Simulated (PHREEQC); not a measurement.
Solution (30 °C): 0.46 mol Cu(NO3)2, 0.016 mol HCl and 0.019 mol H3BO3 per kg of water. Closed to the air; pH follows from the charge balance.

Equilibrium calculation in PHREEQC: ion-association model, phreeqc.dat.

```csv
quantity,before,after
pH,1.93,1.91
Cl- (mol/kgw),0.0123,0.0160
H2BO3- (mol/kgw),1.63e-9,1.49e-9
```

**Question.** What was changed between the two runs?
A. Cu(NO3)2 replaced by NaNO3 at the same molality
B. diluted 10-fold with water
C. diluted 2-fold with water

**Answer.** A, Cu(NO3)2 replaced by NaNO3 at the same molality

No solid was allowed to form. The ionic strength passes 0.7 mol/kgw, the rough limit of the ion-association models, in before.
